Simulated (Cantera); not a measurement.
What does this Cantera script print?

```python
import numpy as np
import cantera as ct

surf = ct.Interface("ptcombust.yaml", "Pt_surf")
gas = surf.adjacent["gas"]
gas.TPX = 1300, 140000, {'CH4': 0.0037, 'O2': 0.096, 'N2': 0.79}
surf.TP = 1300, 140000
reactor = ct.FlowReactor(gas, clone=False)
reactor.area = 0.0001  # m2
reactor.surface_area_to_volume_ratio = 100  # 1/m
reactor.mass_flow_rate = 0.43 * reactor.area * gas.density  # inlet velocity 0.43 m/s
reactor.energy_enabled = False
wall = ct.ReactorSurface(surf, reactor, clone=False)
net = ct.ReactorNet([reactor])
net.rtol, net.atol = 1e-8, 1e-16
show, cover = ['CH4', 'O2', 'H2O', 'CO2', 'CO'], ['PT(S)', 'H(S)', 'O(S)', 'OH(S)', 'CO(S)', 'C(S)']

rows = []
print(f"{'z/m':>9s}{'u/(m/s)':>9s}" + "".join(f"{s:>13s}" for s in show + cover))
for z in [0.00055, 0.00092, 0.0015, 0.0026, 0.0043, 0.0071, 0.012, 0.02, 0.033, 0.055]:
    net.advance(z)
    rows.append([reactor.speed, *gas[show].X, *surf[cover].coverages])
    print(f"{z:9.4g}{rows[-1][0]:9.3g}" + "".join(f"{x:13.4e}" for x in rows[-1][1:]))
```

It prints:

```
      z/m  u/(m/s)          CH4           O2          H2O          CO2           CO        PT(S)         H(S)         O(S)        OH(S)        CO(S)         C(S)
  0.00055     0.43   3.7918e-03   1.0721e-01   6.9377e-04   3.2914e-04   7.4033e-06   4.9720e-01   1.5271e-06   5.0245e-01   3.4691e-04   3.9824e-06   7.9396e-08
  0.00092     0.43   3.5279e-03   1.0676e-01   1.1581e-03   5.4271e-04   7.8561e-06   4.9737e-01   1.8815e-06   5.0220e-01   4.2726e-04   3.8335e-06   7.3963e-08
   0.0015     0.43   3.0581e-03   1.0600e-01   1.9312e-03   8.7641e-04   1.2875e-05   4.9771e-01   2.3601e-06   5.0175e-01   5.3530e-04   4.1097e-06   6.4272e-08
   0.0026     0.43   1.2953e-03   1.0275e-01   5.2165e-03   2.3836e-03   6.7901e-05   4.9986e-01   3.8068e-06   4.9927e-01   8.5592e-04   9.8893e-06   2.7633e-08
   0.0043     0.43   4.4986e-04   1.0076e-01   7.1881e-03   3.4868e-03   1.1720e-05   5.0007e-01   4.4298e-06   4.9893e-01   9.9522e-04   1.8937e-06   9.6123e-09
   0.0071     0.43   1.4675e-04   1.0001e-01   7.9167e-03   3.9062e-03   3.0667e-06   5.0036e-01   4.6472e-06   4.9859e-01   1.0428e-03   5.2008e-07   3.1418e-09
    0.012     0.43   2.5906e-05   9.9691e-02   8.2254e-03   4.0908e-03   6.4016e-07   5.0051e-01   4.7377e-06   4.9843e-01   1.0625e-03   1.0479e-07   5.5522e-10
     0.02     0.43   1.5659e-06   9.9607e-02   8.3012e-03   4.1411e-03   8.9499e-08   5.0055e-01   4.7600e-06   4.9838e-01   1.0673e-03   1.2973e-08   3.3569e-11
    0.033     0.43   1.6325e-08   9.9593e-02   8.3118e-03   4.1508e-03   1.4306e-08   5.0055e-01   4.7632e-06   4.9837e-01   1.0680e-03   1.8825e-09   3.5000e-13
    0.055     0.43   1.0881e-10   9.9589e-02   8.3138e-03   4.1542e-03   4.7522e-09   5.0056e-01   4.7638e-06   4.9837e-01   1.0681e-03   6.2101e-10   2.3350e-15
```

Detailed kinetics in Cantera: Deutschmann's 1995 Pt surface mechanism with GRI-Mech 3.0 gas chemistry. Catalytic surfaces can have several steady states; this one follows from the mechanism file's or the stated starting coverage. Mass transfer to the wall is taken as infinitely fast.
